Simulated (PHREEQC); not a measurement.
Acid mine or pickling water: speciation

Synthetic water in mmol/kgw, 77 °C, pH 3.34: Na 160; K 6.32; Ca 4.42; Mg 1.8; Cl 16.9; S(6) 85.6; Mn(2) 0.189; Si 0.0446.

Cl is adjusted to close the charge balance.
Valence states are taken as typed.

Computed with PHREEQC (Pitzer model, pitzer.dat).

Precipitation was switched off in this run.

Q: Predict the specific conductance, density.

A: specific conductance 36500 µS/cm; density 0.984 g/cm³.

Q: In which forms is S present?

A: SO4-2 95 %, HSO4- 5.5 % of the S.

Constants without temperature data keep their 25 °C values here.
